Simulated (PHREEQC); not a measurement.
Solution (25 °C): 0.095 mol/kgw HF, 0.00025 mol/kgw (CH3)4NF and 0.056 mol/kgw H2SiF6. Closed to the air; pH follows from the charge balance.

The numbers come from PHREEQC with the ion-association model, phreeqc.dat.

Each row changes one thing in this solution. This is a speciation only: nothing precipitates in the calculation.

```
case                                            pH  ionic strength (mol/kgw)  HF (mol/kgw)  F- (mol/kgw)  HF2- (mol/kgw)
--------------------------------------------  ----  ------------------------  ------------  ------------  --------------
as made                                       1.04                     0.169        0.0935      0.000990        0.000353
(CH3)4NF from 0.00025 to 0.000275 mol/kgw     1.04                     0.169        0.0936      0.000991        0.000353
diluted 10-fold with water                    1.98                    0.0175       0.00887      0.000642         2.19e-5
H2SiF6 replaced by KHF2 at the same molality  2.57                    0.0595         0.128        0.0399          0.0196
diluted 2-fold with water                     1.32                    0.0850        0.0465      0.000862        0.000153
temperature from 25 to 60 °C                  1.05                     0.169        0.0943      0.000530        0.000218
temperature from 25 to 70 °C                  1.05                     0.169        0.0945      0.000438        0.000180
```

(CH3)4N+ isn't in the database: it is added as a free cation with an ion size of 4 Å. At this temperature some constants are extrapolated from 25 °C, and those without enthalpy data are left unchanged. SiF6-2 is the database's only silicon fluoride.
